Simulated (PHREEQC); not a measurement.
Make-up at 42 °C: 0.029 mol/kgw NH4HF2, 0.00018 mol/kgw (NH4)2SiF6, 0.043 mol/kgw H3BO3 and 0.00019 mol/kgw KCl. Closed to the air; pH follows from the charge balance.

The numbers come from PHREEQC with the ion-association model, phreeqc.dat.

```json
{
  "pH": "4.41",
  "ionic_strength": "0.0297 mol/kgw",
  "total_alkalinity": "-29.7 meq/kg"
}
```

| species | molality | activity | log γ |
|---|---|---|---|
| NH4+ | 0.0294 | 0.0244 | -0.079 |
| H3BO3 | 0.0272 | 0.0274 | 0.003 |
| F- | 0.0133 | 0.0112 | -0.076 |
| BF2(OH)2- | 0.00786 | 0.00665 | -0.073 |
| BF4- | 0.00490 | 0.00415 | -0.073 |
| BF3OH- | 0.00281 | 0.00238 | -0.073 |
| HF | 0.000893 | 0.000899 | 0.003 |
| Cl- | 0.000190 | 0.000160 | -0.075 |
| K+ | 0.000190 | 0.000160 | -0.075 |
| BF(OH)3- | 0.000171 | 0.000145 | -0.073 |
| SiF6-2 | 0.000136 | 7.08e-5 | -0.282 |
| HF2- | 5.04e-5 | 4.26e-5 | -0.073 |
| H+ | 4.48e-5 | 3.90e-5 | -0.060 |
| H4SiO4 | 4.44e-5 | 4.47e-5 | 0.003 |

This is a speciation only: nothing precipitates in the calculation. Species that the database lacks are ignored. Away from 25 °C the constants follow the database's enthalpies or fits; those with neither stay at their 25 °C values. SiF6-2 is the database's only silicon fluoride. Real BF4- forms and hydrolyses slowly; the run takes it at equilibrium.
